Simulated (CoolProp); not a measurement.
Properties of ammonia at several states (Tc = 405.6 K, pc = 11360 kPa, ω = 0.256).

Computed with CoolProp (reference Helmholtz-energy equation of state, Gao 2020).

| T (K) | p (kPa) | phase | density (kg/m³) | cv (kJ/(kg K)) | Prandtl number |
|---|---|---|---|---|---|
| 349.2 | 134 | gas | 0.7920 | 1.708 | [?] |
| 539.9 | 96 | gas | 0.3646 | [?] | 0.826 |
| 367.8 | 66 | gas | 0.3687 | [?] | [?] |
| 355.6 | 1780 | gas | [?] | 1.995 | 1.04 |

**Question.** Fill in the missing entries.

**Answer.** 
- 349.2, Prandtl number: 0.875
- 539.9, cv (kJ/(kg K)): 2.048
- 367.8, cv (kJ/(kg K)): 1.729
- 367.8, Prandtl number: 0.866
- 355.6, density (kg/m³): 11.41

Viscosity comes from a separate model (Fenghour 1995). Thermal conductivity comes from a separate model (Tufeu 1984).
